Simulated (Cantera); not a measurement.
Input: 1 mol Si2Cl6, 15 mol NH3, 1.2 mol N2, held at 1500 K and 75.0 Torr.

Equilibrium computed with Cantera from the NASA thermochemical tables; the gas is ideal and each condensed phase is pure. Candidate condensed phases: NH4Cl, Si, Si3N4; 28 gas species. The feed counts by its element totals alone. The tables' values for SiCl3 are old estimates; treat these amounts as uncertain. Kinetics and transport are ignored.

Base state: H2 0.596, N2 0.226, HCl 0.174, SiCl2 0.00267, SiCl3 0.000475, SiCl4 0.000268, SiHCl3 9.50e-5, H 4.30e-5 (mole fractions); condensed: Si3N4(s).

Q: What changes in the equilibrium state with this change: Si2Cl6 replaced by SiH2Cl2?

A: 
| species | before | after |
|---|---|---|
| H2 | 0.596 | 0.692 |
| N2 | 0.226 | 0.247 |
| HCl | 0.174 | 0.0609 |
| SiCl2 | 0.00267 | 0.000266 |
| SiCl4 | 0.000268 | 2.80e-6 |
| SiCl3 | 0.000475 | 1.53e-5 |
| SiHCl3 | 9.50e-5 | 3.30e-6 |
| Cl | 1.01e-5 | 3.28e-6 |
| Si3N4(s), mol | 0.628 | 0.330 |

Q: What changes in the equilibrium state with this change: temperature from 1500 K to 1925 K?

A: 
```csv
species,before,after
H2,0.596,0.608
N2,0.226,0.254
HCl,0.174,0.0951
SiCl2,0.00267,0.0390
Si,1.72e-9,0.000174
SiH,1.35e-9,3.49e-5
"Si3N4(s), mol",0.628,0
"Si(l), mol",0,0.627
```
The tables' values for SiCl3, SiCl are old estimates; treat these amounts as uncertain. Gases not in the tables: Si2H6 and higher silanes.

Q: What changes in the equilibrium state with this change: temperature from 1500 K to 1775 K?

A: 
```csv
species,before,after
H2,0.596,0.611
N2,0.226,0.239
HCl,0.174,0.119
SiCl2,0.00267,0.0287
SiCl,8.97e-8,4.13e-5
H,4.30e-5,0.000716
Cl,1.01e-5,0.000107
"Si3N4(s), mol",0.628,0.335
```
The tables' values for SiCl3, SiCl are old estimates; treat these amounts as uncertain.
